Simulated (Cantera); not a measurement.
A closed system holds: 1 mol TiCl₄, 3.5 mol CH₄, 9.3 mol H₂, at 1650 K.

Equilibrium computed with Cantera from the NASA thermochemical tables; the gas is ideal and each condensed phase is pure. Candidate condensed phases: C, C₆H₆, C₇H₈, C₈H₁₈, Ti, TiC, TiCl₂, TiCl₃, TiCl₄; 96 gas species. The tables' values for TiCl₂ are old estimates; treat these amounts as uncertain. TiC: taken at fixed stoichiometry. Equilibrium is a limit: real reactors are often held back by kinetics, nucleation or transport.

x: gas mole fraction; n: condensed amount in mol.

| P (Pa) | x H₂ | x HCl | x H | x TiCl₃ | x Cl | x CH₄ | n C(graphite) | n TiC(s) |
|---|---|---|---|---|---|---|---|---|
| 10 | 0.775 | 0.216 | 0.00800 | 2.98e-5 | 0.00174 | 7.97e-8 | 2.50 | 0.999 |
| 46 | 0.778 | 0.217 | 0.00374 | 6.48e-5 | 0.000817 | 3.70e-7 | 2.50 | 0.998 |
| 220 | 0.780 | 0.217 | … | … | … | … | 2.50 | 0.997 |
| 1000 | 0.781 | 0.217 | 0.000803 | 0.000301 | 0.000175 | 8.11e-6 | 2.50 | 0.994 |
| 4600 | 0.782 | 0.216 | 0.000375 | 0.000637 | 8.12e-5 | 3.74e-5 | 2.51 | 0.987 |
| 22000 | 0.784 | 0.214 | … | … | … | … | 2.52 | 0.971 |
| 100000 | 0.787 | 0.208 | 8.06e-5 | 0.00262 | 1.67e-5 | 0.000824 | 2.55 | 0.938 |

Question: Fill in the missing entries.

Answer: 
- 22000, x H: 0.000172
- 22000, x TiCl₃: 0.00134
- 22000, x Cl: 3.67e-5
- 22000, x CH₄: 0.000180
- 220, x H: 0.00171
- 220, x TiCl₃: 0.000142
- 220, x Cl: 0.000374
- 220, x CH₄: 1.78e-6
